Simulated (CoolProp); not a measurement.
c-C4F8 (RC318) along the isobar 748 kPa: density (kg/m³) from the reference equation and from simpler models built on Tc = 115.2 °C, pc = 2778 kPa, ω = 0.355; each cubic takes its own stable root.

Model: reference Helmholtz-energy equation of state, Platzer 1990, in CoolProp. This equation is an older, rougher fit; its heat capacities, sound speeds and derivatives of the liquid may be far off and weren't checked against measurements.

```csv
T (°C),phase,reference
-16.85,liquid,1656
-2.15,liquid,1604
12.45,liquid,1551
27.15,liquid,1493
41.75,liquid,1430
56.35,gas,67.36
71.05,gas,61.94
85.65,gas,57.72
100.35,gas,54.22
114.95,gas,51.28
129.65,gas,48.72
144.25,gas,46.47
```

**Question.** How far does each simpler model (van der Waals, Soave-Redlich-Kwong) lie from the reference over these 12 states: mean and median of the absolute difference, and the worst?

**Answer.** 
- van der Waals: mean 26.9 %, median 5.3 %, worst -95.3 % at 41.75 °C and 748 kPa
- Soave-Redlich-Kwong: mean 2.7 %, median 0.3 %, worst -7.6 % at 41.75 °C and 748 kPa

At some of these states van der Waals gives the other phase, because its saturation line lies elsewhere.
